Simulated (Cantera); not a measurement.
Feed: 1 mol Si, 0.52 mol H2O, 89 mol H2, equilibrated at 1050 °C and 0.110 bar.

Cantera equilibrium calculation (NASA polynomials, part measured and part estimated; ideal gas, pure solids and liquids). Candidate condensed phases: H2O, Si, SiO2; 18 gas species. Mutual solubility and eutectic melting of coexisting phases are not modelled. The tables hold silica as quartz up to 1696 K and as liquid above; real silica turns to tridymite and cristobalite and melts near 1996 K. Kinetics and transport are ignored.

Base state: H2 1.000, SiO 0.000120 (mole fractions); condensed: Si(s) + SiO2(β-quartz).

**Question.** What changes in the equilibrium state with this change: Si replaced by SiC?

**Answer.** 
```tsv
species	before	after
H2	1.000	0.998
CO	0	0.00176
CH4	0	0.000266
SiO	0.000120	1.16e-5
Si(s), mol	0.735	0
SiO2(β-quartz), mol	0.255	0.180
SiC(s), mol	0	0.818
```
Further candidate phases: C, C6H6, C7H8, C8H18, SiC.
